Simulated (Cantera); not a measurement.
Charge: 1 mol MgO, 0.81 mol SO2, 7.1 mol O2, at 10.0 mbar.

Cantera equilibrium calculation (NASA polynomials, part measured and part estimated; ideal gas, pure solids and liquids). Candidate condensed phases: Mg, MgO, MgS, MgSO4, S; 14 gas species. Rates play no part.

x: gas mole fraction; n: condensed amount in mol.

```tsv
T (°C)	x O2	x SO2	x SO3	x O	n MgO(s)	n MgSO4(s)
327	1.00	<1e-12	<1e-12	<1e-12	0.190	0.810
427	1.00	9.10e-12	2.60e-10	<1e-12	0.190	0.810
527	1.00	3.27e-8	1.13e-7	<1e-12	0.190	0.810
627	1.000	1.84e-5	1.23e-5	5.38e-11	0.190	0.810
727	0.997	0.00283	0.000510	1.57e-9	0.212	0.788
827	0.897	0.0970	___	___	1.00	0
927	0.897	0.100	0.00244	2.37e-7	1.00	0
1027	0.898	0.101	0.00117	1.68e-6	1.00	0
1127	0.898	0.102	0.000624	8.97e-6	1.00	0
1227	0.898	0.102	___	___	1.00	0
1327	0.897	0.102	0.000224	0.000137	1.00	0
1427	0.897	0.102	0.000148	0.000423	1.00	0
1527	0.897	0.102	0.000102	0.00115	1.00	0
1627	0.895	0.102	7.30e-5	0.00282	1.000	0
```

### Question
Fill in the missing entries.

### Answer

- 827, x SO3: 0.00572
- 827, x O: 2.36e-8
- 1227, x SO3: 0.000361
- 1227, x O: 3.84e-5
